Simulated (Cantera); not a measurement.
Charge: 1 mol C₃H₆, 0.093 mol CO₂, 14 mol N₂, at 3700000 Pa.

Cantera equilibrium calculation (NASA polynomials, part measured and part estimated; ideal gas, pure solids and liquids). Candidate condensed phases: C, C₆H₆, C₇H₈, C₈H₁₈, H₂O; 136 gas species. The ideal-gas law is rough above about 30 bar. The numbers say what is thermodynamically allowed, not how fast it happens. All values below are at 2650 K.

Base state: N₂ 0.794, H₂ 0.150, HCN 0.0348, CO 0.0108, HNC 0.00479, H 0.00298, C₂H₂ (acetylene) 0.00294, C₂N₂ 0.000144 (mole fractions); condensed: C(graphite).

### Question
What changes in the equilibrium state with this change: CO₂ from 0.093 to 0.91 mol?

### Answer
| species | before | after |
|---|---|---|
| N₂ | 0.794 | 0.725 |
| H₂ | 0.150 | 0.137 |
| CO | 0.0108 | 0.0966 |
| HCN | 0.0348 | 0.0317 |
| CH₄ | 9.92e-5 | 8.27e-5 |
| NH₃ | 1.72e-5 | 1.43e-5 |
| CH₃CN | 1.03e-5 | 8.57e-6 |
| CH₃ | 3.43e-5 | 2.99e-5 |
| C(graphite), mol | 2.11 | 1.30 |
